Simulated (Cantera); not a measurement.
A closed system holds: 1 mol BCl3, a varied amount of H2O, 0.13 mol N2, at 850 K and 750 Torr.

Cantera equilibrium calculation (NASA polynomials, part measured and part estimated; ideal gas, pure solids and liquids). Candidate condensed phases: B, BN, B2O3, B3O3H3, H2O, NH4Cl; 49 gas species. Gases not in the tables: H3BO3. Kinetics and transport are ignored.

x: gas mole fraction; n: condensed amount in mol.

| n(H2O) (mol) | x HCl | x H2O | x BCl3 | x N2 | x (HBO2)3 | x B3O3Cl3 | x H2 | n B2O3(l) |
|---|---|---|---|---|---|---|---|---|
| 1 | 0.812 | 5.25e-7 | 0.118 | 0.0528 | 2.51e-11 | 0.0173 | 6.03e-7 | 0.291 |
| 1.2 | 0.879 | [?] | [?] | [?] | [?] | [?] | 6.53e-7 | [?] |
| 1.5 | 0.958 | 0.000110 | 6.40e-5 | 0.0415 | 7.62e-8 | 9.38e-6 | 7.12e-7 | 0.500 |
| 1.7 | 0.901 | 0.0587 | 4.32e-9 | 0.0391 | 0.000939 | 6.33e-10 | 6.70e-7 | 0.495 |
| 2.1 | 0.806 | 0.155 | 7.19e-10 | 0.0349 | 0.00404 | 1.05e-10 | 5.99e-7 | 0.477 |
| 2.5 | [?] | [?] | [?] | [?] | [?] | [?] | [?] | 0.454 |
| 3 | 0.652 | 0.309 | 1.35e-10 | 0.0282 | 0.0113 | 1.98e-11 | 4.85e-7 | 0.422 |
| 3.5 | 0.589 | 0.370 | 7.61e-11 | 0.0255 | 0.0149 | 1.11e-11 | 4.39e-7 | 0.386 |
| 4.2 | 0.520 | 0.439 | 4.05e-11 | 0.0225 | 0.0192 | 5.93e-12 | 3.87e-7 | 0.334 |
| 5 | 0.458 | 0.499 | 2.28e-11 | 0.0198 | 0.0233 | 3.34e-12 | 3.41e-7 | 0.271 |
| 6 | 0.399 | 0.557 | 1.28e-11 | 0.0173 | 0.0274 | 1.87e-12 | 2.97e-7 | 0.190 |
| 7.2 | 0.345 | 0.609 | 7.26e-12 | 0.0150 | 0.0314 | 1.06e-12 | 2.58e-7 | 0.0909 |
| 8.6 | 0.298 | 0.656 | 4.11e-12 | 0.0129 | 0.0331 | <1e-12 | 2.23e-7 | 0 |

Fill in the missing entries.


- 1.2, x H2O: 9.27e-7
- 1.2, x BCl3: 0.0639
- 1.2, x N2: 0.0476
- 1.2, x (HBO2)3: 5.89e-11
- 1.2, x B3O3Cl3: 0.00936
- 1.2, n B2O3(l): 0.374
- 2.5, x HCl: 0.729
- 2.5, x H2O: 0.232
- 2.5, x BCl3: 2.91e-10
- 2.5, x N2: 0.0316
- 2.5, x (HBO2)3: 0.00738
- 2.5, x B3O3Cl3: 4.26e-11
- 2.5, x H2: 5.42e-7
